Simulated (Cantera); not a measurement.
A perfectly stirred reactor is fed with CO : H2 : O2 : N2 = 1 : 0.041 : 0.754 : 2.84 (molar parts), at 100000 Pa; it is adiabatic with a 775 K inlet, and is followed from long to short residence time, starting on the burning branch (τ in s: 0.19, 0.073, 0.028, 0.011, 0.004, 0.0015, 0.00059, 0.00022, 8.6e-05, 3.3e-05, 1.2e-05, 4.8e-06).

Cantera simulation using GRI-Mech 3.0 (53 species, 325 reactions); the numbers are that mechanism's predictions, not measurements.

Task: What does this change do: N2 2.84 to 3.8 parts?

Result: 
| quantity | before | after |
|---|---|---|
| blow-out, bracketed by the residence times tried | burning at 0.220 ms, out at 86.0 µs | burning at 0.590 ms, out at 0.220 ms |
| x(CO) at τ = 0.190 s | 0.0190 | 0.00937 |
| x(H2) at τ = 0.190 s | 0.000126 | 6.97e-5 |
| x(O2) at τ = 0.190 s | 0.0604 | 0.0482 |
| x(CO2) at τ = 0.190 s | 0.221 | 0.187 |
| x(NO2) at τ = 0.190 s | 4.24e-6 | 2.13e-6 |
| x(CO) at τ = 0.590 ms | 0.0836 | 0.0705 |
| x(H2) at τ = 0.590 ms | 0.000565 | 0.000468 |
| x(O2) at τ = 0.590 ms | 0.0860 | 0.0726 |
| x(CO2) at τ = 0.590 ms | 0.146 | 0.117 |
| x(NO2) at τ = 0.590 ms | 6.01e-8 | 3.86e-8 |

Task: What does this change do: inlet temperature 775 to 425 K?

Result: 
| quantity | before | after |
|---|---|---|
| blow-out, bracketed by the residence times tried | burning at 0.220 ms, out at 86.0 µs | burning at 0.590 ms, out at 0.220 ms |
| x(CO) at τ = 0.190 s | 0.0190 | 0.00993 |
| x(H2) at τ = 0.190 s | 0.000126 | 7.44e-5 |
| x(O2) at τ = 0.190 s | 0.0604 | 0.0591 |
| x(CO2) at τ = 0.190 s | 0.221 | 0.232 |
| x(NO2) at τ = 0.190 s | 4.24e-6 | 2.33e-6 |
| x(CO) at τ = 0.590 ms | 0.0836 | 0.0791 |
| x(H2) at τ = 0.590 ms | 0.000565 | 0.000549 |
| x(O2) at τ = 0.590 ms | 0.0860 | 0.0871 |
| x(CO2) at τ = 0.590 ms | 0.146 | 0.152 |
| x(NO2) at τ = 0.590 ms | 6.01e-8 | 3.70e-8 |
